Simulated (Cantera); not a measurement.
Charge: 1 mol H2O, 1.5 mol H2, at 12000 Pa.

Equilibrium computed with Cantera from the NASA thermochemical tables; the gas is ideal and each condensed phase is pure. Candidate condensed phases: H2O; 22 gas species. Ions and electrons are included (thermal ionisation). Equilibrium is a limit: real reactors are often held back by kinetics, nucleation or transport.

Task: At 3000 K, list the 6 most abundant gas species with their mole fractions, and the condensed phases.

Result: H2 0.398, H 0.288, H2O 0.229, OH 0.0550, O 0.0243, O2 0.00554. Condensed: gas only.
